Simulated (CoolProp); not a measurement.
Vapour-liquid equilibrium of R245fa (1) + isopentane (2) at 0.0892 MPa; x and y are mole fractions of (1).

The numbers come from the multi-fluid Helmholtz-energy mixture model, Akasaka 2015 and Lemmon 2006; pair parameters Bell 2016 in CoolProp.

| x | bubble temperature (K) | y at the bubble point | dew temperature at overall composition x (K) | liquid density (mol/L) |
|---|---|---|---|---|
| 0.05 | 290.7 | 0.245 | 296.1 | 8.663 |
| 0.2 | 281.2 | 0.537 | 292.0 | 8.926 |
| 0.35 | 278.3 | 0.622 | 287.5 | 9.125 |
| 0.5 | 277.7 | 0.646 | 282.5 | 9.326 |
| 0.65 | 277.6 | 0.649 | 277.6 | 9.567 |
| 0.8 | 277.8 | 0.662 | 280.7 | 9.868 |
| 0.95 | 280.9 | 0.809 | 284.0 | 10.18 |

y crosses x between x = 0.5 and 0.65: the model has an azeotrope there.

Pair parameters are fitted to limited data, so mixtures are less certain than the pure fluids. With so large a gap from Raoult's law the liquid may split in two, which this calculation doesn't test in full.
